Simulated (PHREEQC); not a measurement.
**Brackish or sea water: speciation**

Synthetic water in mg/kgw, 25 °C, pH 6.37, pe 0.1: Na 1970; K 239; Ca 331; Mg 193; Cl 3780; S(6) as SO4 848; Alkalinity as HCO3 138; Br 80.1; Zn 26.5; Li 0.177.

Valence states are taken as typed.

The numbers come from PHREEQC with the ion-association model, phreeqc.dat.

No solid was allowed to form.

Estimate the ionic strength.

ionic strength 0.141 mol/kgw.

In which forms is S present?

SO4-2 67 %, MgSO4 13 %, CaSO4 9.9 %, NaSO4- 9.4 %, KSO4- 0.9 %, ZnSO4 0.5 % of the S.

Complexes and solids missing from the database can't appear.
